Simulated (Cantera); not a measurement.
Thermodynamics of nitride etching, feed BN + HF + N₂

A closed system holds: 1 mol BN, a varied amount of HF, 38 mol N₂, at 1723 K and 0.000100 bar.

These are equilibrium values from Cantera (NASA tables, ideal gas, pure condensed phases), not measurements of a reactor. Candidate condensed phases: B, BN; 31 gas species. The tables' values for BF₂ are old estimates; treat these amounts as uncertain. Kinetics and transport are ignored.

```json
[
 {"n(HF) (mol)": "6.6", "x N₂": "0.860", "x HF": "0.0850", "x H₂": "0.0296", "x BF₃": "0.0184"},
 {"n(HF) (mol)": "7.8", "x N₂": "0.838", "x HF": "0.108", "x H₂": "0.0294", "x BF₃": "0.0188"},
 {"n(HF) (mol)": "9.3", "x N₂": "0.812", "x HF": "0.135", "x H₂": "0.0288", "x BF₃": "0.0188"},
 {"n(HF) (mol)": "11", "x N₂": "0.784", "x HF": "0.165", "x H₂": "0.0280", "x BF₃": "0.0186"},
 {"n(HF) (mol)": "13", "x N₂": "0.753", "x HF": "0.197", "x H₂": "0.0271", "x BF₃": "0.0182"},
 {"n(HF) (mol)": "15", "x N₂": "0.725", "x HF": "0.227", "x H₂": "0.0261", "x BF₃": "0.0177"},
 {"n(HF) (mol)": "18", "x N₂": "0.686", "x HF": "0.268", "x H₂": "0.0248", "x BF₃": "0.0169"},
 {"n(HF) (mol)": "21", "x N₂": "0.651", "x HF": "0.305", "x H₂": "0.0236", "x BF₃": "0.0162"},
 {"n(HF) (mol)": "25", "x N₂": "0.610", "x HF": "0.349", "x H₂": "0.0221", "x BF₃": "0.0153"},
 {"n(HF) (mol)": "30", "x N₂": "0.565", "x HF": "0.397", "x H₂": "0.0205", "x BF₃": "0.0142"},
 {"n(HF) (mol)": "36", "x N₂": "0.520", "x HF": "0.446", "x H₂": "0.0188", "x BF₃": "0.0131"}
]
```
x: gas mole fraction; nothing condenses.

From 6.6 mol HF to 36 mol HF nothing is condensed. The main B-bearing gas is BF₃ throughout.
